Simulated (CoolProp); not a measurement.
The fluoroketone C6F12O (FK-5-1-12) along the isobar 0.901 MPa: Z from the reference equation and from simpler models built on Tc = 168.7 °C, pc = 1.869 MPa, ω = 0.471; each cubic takes its own stable root.

Model: reference Helmholtz-energy equation of state, McLinden 2015, in CoolProp.

| T (°C) | phase | reference |
|---|---|---|
| 75.85 | liquid | 0.06810 |
| 85.95 | liquid | 0.06796 |
| 95.95 | liquid | 0.06806 |
| 106.05 | liquid | 0.06845 |
| 116.15 | liquid | 0.06922 |
| 126.15 | liquid | 0.07054 |
| 136.25 | gas | 0.7141 |
| 146.35 | gas | 0.7511 |
| 156.35 | gas | 0.7800 |
| 166.45 | gas | 0.8039 |
| 176.55 | gas | 0.8240 |
| 186.55 | gas | 0.8411 |
| 196.65 | gas | 0.8560 |
| 206.75 | gas | 0.8690 |
| 216.75 | gas | 0.8804 |
| 226.85 | gas | 0.8907 |

**Question.** How far does each simpler model (Redlich-Kwong, Peng-Robinson) lie from the reference over these 16 states: mean and median of the absolute difference, and the worst?

**Answer.** 
- Redlich-Kwong: mean 65.8 %, median 2.3 %, worst +925.5 % at 126.15 °C and 0.901 MPa
- Peng-Robinson: mean 1.5 %, median 1.4 %, worst +2.9 % at 126.15 °C and 0.901 MPa

At some of these states Redlich-Kwong gives the other phase, because its saturation line lies elsewhere.
